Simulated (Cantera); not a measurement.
## NO annealing gas

An isothermal, constant-pressure homogeneous reactor starts with NO : N2 = 1 : 15 (molar parts), at 1925 K and 0.460 bar.

Model: GRI-Mech 3.0 (53 species, 325 reactions), integrated in Cantera.

| t (s) | x NO | x N2 | x O | x N2O | x NO2 | x O2 |
|---|---|---|---|---|---|---|
| 0.000500 | 0.0625 | 0.938 | 5.75e-7 | 5.04e-7 | 1.06e-7 | 4.39e-9 |
| 0.00104 | 0.0625 | 0.938 | 1.27e-6 | 8.91e-7 | 3.11e-7 | 2.05e-8 |
| 0.00217 | 0.0625 | 0.938 | 2.92e-6 | 1.36e-6 | 8.34e-7 | 1.08e-7 |
| 0.00453 | 0.0625 | 0.938 | 6.57e-6 | 1.69e-6 | 2.02e-6 | 6.46e-7 |
| 0.00943 | 0.0625 | 0.938 | 1.25e-5 | 1.77e-6 | 3.94e-6 | 3.90e-6 |
| 0.0197 | 0.0624 | 0.938 | 1.70e-5 | 1.77e-6 | 5.36e-6 | 1.77e-5 |
| 0.0410 | 0.0624 | 0.938 | 1.80e-5 | 1.77e-6 | 5.67e-6 | 5.33e-5 |
| 0.0854 | 0.0622 | 0.938 | 1.86e-5 | 1.76e-6 | 5.87e-6 | 0.000129 |
| 0.178 | 0.0619 | 0.938 | 1.98e-5 | 1.74e-6 | 6.24e-6 | 0.000289 |
| 0.371 | 0.0612 | 0.938 | 2.22e-5 | 1.71e-6 | 6.94e-6 | 0.000627 |
| 0.773 | 0.0598 | 0.939 | 2.65e-5 | 1.63e-6 | 8.16e-6 | 0.00135 |
| 1.61 | 0.0566 | 0.940 | 3.40e-5 | 1.47e-6 | 1.00e-5 | 0.00291 |
| 3.36 | 0.0501 | 0.944 | 4.58e-5 | 1.16e-6 | 1.20e-5 | 0.00616 |
| 7.00 | 0.0379 | 0.950 | 6.21e-5 | 6.98e-7 | 1.24e-5 | 0.0123 |
x: mole fraction; the columns are a selection and need not sum to one.

Equilibrium at this temperature and pressure: NO 0.00260, N2 0.967, O 9.44e-5, N2O 1.10e-7, NO2 1.30e-6, O2 0.0299 (gas phase only).
